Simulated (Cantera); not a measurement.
A closed system holds: 1 mol Fe(CO)₅, 0.78 mol O₂, 89 mol H₂, equilibrated at 1023.15 K and 1.00 bar.

Cantera equilibrium calculation (NASA polynomials, part measured and part estimated; ideal gas, pure solids and liquids). Candidate condensed phases: C, C₆H₆, C₇H₈, C₈H₁₈, Fe, Fe(CO)₅, FeO, Fe(OH)₂, Fe(OH)₃, Fe₂O₃, Fe₃O₄, H₂O; 114 gas species. Kinetics and transport are ignored.

Base state: H₂ 0.912, CO 0.0361, H₂O 0.0327, CH₄ 0.0172, CO₂ 0.00169 (mole fractions); condensed: Fe(α).

**Question.** What changes in the equilibrium state with this change: pressure from 1.00 bar to 0.670 bar?

**Answer.** 
```tsv
species	before	after
H₂	0.912	0.919
CO	0.0361	0.0416
H₂O	0.0327	0.0266
CH₄	0.0172	0.0112
CO₂	0.00169	0.00157
Fe(α), mol	1.00	1.00
```

**Question.** What changes in the equilibrium state with this change: O₂ from 0.78 to 0.025 mol?

**Answer.** 
```tsv
species	before	after
H₂	0.912	0.922
CO	0.0361	0.0318
CH₄	0.0172	0.0228
H₂O	0.0327	0.0224
CO₂	0.00169	0.00101
Fe(α), mol	1.00	1.00
```
